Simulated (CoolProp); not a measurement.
Vapour-liquid equilibrium of R143a (1) + R152A (2) at 1.15 °C; x and y are mole fractions of (1).

Values from CoolProp's multi-fluid Helmholtz-energy mixture model, Lemmon and Jacobsen 2000 and Outcalt 1996; pair parameters Bell 2016.

**Question.** Give the bubble pressure and the first vapour's composition at x = 0.35, 0.5, 0.65. Is there an azeotrope?

**Answer.** x = 0.35: 0.4234 MPa, y = 0.544; x = 0.5: 0.4771 MPa, y = 0.674; x = 0.65: 0.5279 MPa, y = 0.783. No azeotrope shows between x = 0.05 and 0.95.

Pair parameters are fitted to limited data, so mixtures are less certain than the pure fluids.
